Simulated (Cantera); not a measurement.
A closed system holds: 1 mol SiCl4, 0.64 mol Cl2, 16 mol H2, held at 1248.15 K and 0.250 bar.

Method: chemical equilibrium by Gibbs-energy minimisation in Cantera with the NASA 1993 tables (ideal gas, pure condensed phases). Candidate condensed phases: Si; 19 gas species. The tables' values for SiCl3 are old estimates; treat these amounts as uncertain. Kinetics and transport are ignored.

Base state: H2 0.845, HCl 0.0991, SiCl4 0.0349, SiHCl3 0.0105, SiCl2 0.00531, SiCl3 0.00507, SiH2Cl2 0.000429 (mole fractions); condensed: gas only.

What changes in the equilibrium state with this change: Cl2 from 0.64 to 1.9 mol?


```
species    before    after
-------  --------  -------
H2          0.845    0.736
HCl        0.0991    0.211
SiCl4      0.0349   0.0433
SiHCl3     0.0105  0.00532
SiH2Cl2  0.000429  8.88e-5
SiCl2     0.00531  0.00126
SiCl3     0.00507  0.00275
```

What changes in the equilibrium state with this change: H2 from 16 to 1.2 mol?


```
species    before     after
-------  --------  --------
HCl        0.0991     0.460
SiCl4      0.0349     0.341
H2          0.845     0.189
SiHCl3     0.0105   0.00492
SiH2Cl2  0.000429   9.65e-6
SiCl2     0.00531  0.000535
```
